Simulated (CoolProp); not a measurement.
Properties of 1,2-dichloroethane along the isotherm 500 K (Tc = 561.6 K, pc = 5.226 MPa, ω = 0.269).

Computed with CoolProp (reference Helmholtz-energy equation of state, Thol 2015).

| p (MPa) | phase | density (kg/m³) | cp (kJ/(kg K)) | cv (kJ/(kg K)) | isothermal compressibility (1/MPa) | expansivity (1/kK) |
|---|---|---|---|---|---|---|
| 0.871 | gas | 22.81 | 1.100 | 0.9728 | 1.273 | 2.721 |
| 1.74 | gas | 51.87 | 1.220 | 0.9984 | 0.7559 | 4.171 |
| 2.61 | liquid | 870.6 | 1.720 | 1.060 | 0.01030 | 3.440 |
| 3.48 | liquid | 878.0 | ___ | 1.057 | 0.009316 | 3.220 |
| 4.36 | liquid | 884.9 | 1.667 | 1.054 | 0.008513 | 3.038 |
| 5.23 | liquid | 891.2 | 1.646 | 1.052 | 0.007859 | 2.886 |
| 6.1 | liquid | 897.1 | 1.629 | 1.050 | 0.007309 | 2.756 |
| 6.97 | liquid | 902.7 | 1.614 | 1.048 | 0.006839 | 2.643 |
| 7.84 | liquid | 907.9 | 1.600 | 1.046 | 0.006431 | 2.543 |
| 8.71 | liquid | 912.8 | 1.588 | 1.045 | 0.006075 | 2.454 |
| 9.58 | liquid | 917.5 | 1.577 | 1.044 | 0.005759 | 2.375 |
| 10.5 | liquid | 922.3 | 1.567 | ___ | 0.005463 | 2.299 |
| 11.3 | liquid | ___ | 1.559 | 1.041 | 0.005232 | 2.239 |
| 12.2 | liquid | 930.5 | ___ | 1.040 | 0.004996 | 2.177 |
| 13.1 | liquid | 934.6 | 1.542 | 1.039 | 0.004783 | 2.120 |

**Question.** Fill in the missing entries.

**Answer.** 
- 3.48, cp (kJ/(kg K)): 1.691
- 10.5, cv (kJ/(kg K)): 1.042
- 11.3, density (kg/m³): 926.2
- 12.2, cp (kJ/(kg K)): 1.550
